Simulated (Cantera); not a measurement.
Feed: 1 mol Cu₂O, 17 mol H₂, 0.063 mol H₂O, equilibrated at 10.0 mbar.

Equilibrium computed with Cantera from the NASA thermochemical tables; the gas is ideal and each condensed phase is pure. Candidate condensed phases: Cu, CuO, Cu(OH)₂, Cu₂O, H₂O; 12 gas species. Equilibrium is a limit: real reactors are often held back by kinetics, nucleation or transport.

At 1750 K, list the 5 most abundant gas species with their mole fractions, and the condensed phases.

H₂ 0.908, H₂O 0.0604, Cu 0.0299, H 0.00222, Cu₂ 4.58e-5. Condensed: Cu(l).
